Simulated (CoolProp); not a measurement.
A single-stage vapour-compression cycle with R134a: evaporating at 315.15 K (dew point), condensing at 355.15 K (bubble point), superheat 0 K, subcooling 2 K, compressor efficiency 0.75, no pressure losses. Each further row changes one setting.

Computed with CoolProp (reference Helmholtz-energy equation of state, Tillner-Roth 1994).

| case | cooling COP | pressure ratio | discharge temperature (K) | refrigerating effect (kJ/kg) | volumetric capacity (kJ/m³) |
|---|---|---|---|---|---|
| as stated | 4.02 | 2.56 | 364.1 | 98.2 | 5210 |
| evaporating temperature 320.15 K | 4.81 | 2.25 | 363.1 | 100 | 6110 |
| condensing temperature 350.15 K | 4.93 | 2.30 | 358.0 | 107 | 5690 |
| subcooling 7 K | 4.42 | 2.56 | 364.1 | 108 | 5720 |
| superheat 10 K | 4.13 | 2.56 | 373.0 | 109 | 5420 |
| compressor efficiency 0.65 | 3.48 | 2.56 | 366.5 | 98.2 | 5210 |
